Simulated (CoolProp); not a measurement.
A simple Rankine cycle with dimethyl ether: condensing at 297.15 K, boiler at 1.82 MPa, turbine inlet 493.4 K, turbine efficiency 0.9, pump efficiency 0.7, no recuperator. Each further row changes one setting.

Computed with CoolProp (reference Helmholtz-energy equation of state, Wu 2011).

```
case                             thermal efficiency (%)  net work (kJ/kg)  heat in (kJ/kg)  turbine exit temperature (K)  volume ratio over the turbine
-------------------------------  ----------------------  ----------------  ---------------  ----------------------------  -----------------------------
as stated                                          10.9               [?]              740                         444.3                           2.97
turbine inlet 513.4 K                              10.9              85.0              782                           [?]                           2.96
condensing temperature 289.15 K                    12.8              97.1              759                         434.7                           3.70
boiler pressure 1.27 MPa                            7.7               [?]              747                         460.0                           2.11
turbine efficiency 0.8                              9.7              71.6              740                         449.2                           3.00
```

Problem. What belongs in the gaps?

Solution. 
- as stated, net work (kJ/kg): 80.9
- turbine inlet 513.4 K, turbine exit temperature (K): 464.1
- boiler pressure 1.27 MPa, net work (kJ/kg): 57.7
